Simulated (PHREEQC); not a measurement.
A made-up water analysis in mmol/kgw, 25 °C, pH 6.81, pe 9.8:

```csv
constituent,mmol/kgw
Na,0.155
K,0.00703
Ca,0.0416
Mg,0.0113
Cl,0.0301
S(6),0.0801
Alkalinity (meq/kgw),0.0773
Br,0.000288
```

Valence states are taken as typed.

All values are PHREEQC results (ion-association model, phreeqc.dat), not measurements.

This is a speciation only: nothing precipitates in the calculation.

Task: Estimate the charge-balance error.

Result: charge-balance error 0.0 %.

Task: In which forms is Ca present?

Result: Ca+2 99 %, CaSO4 1.2 % of the Ca.
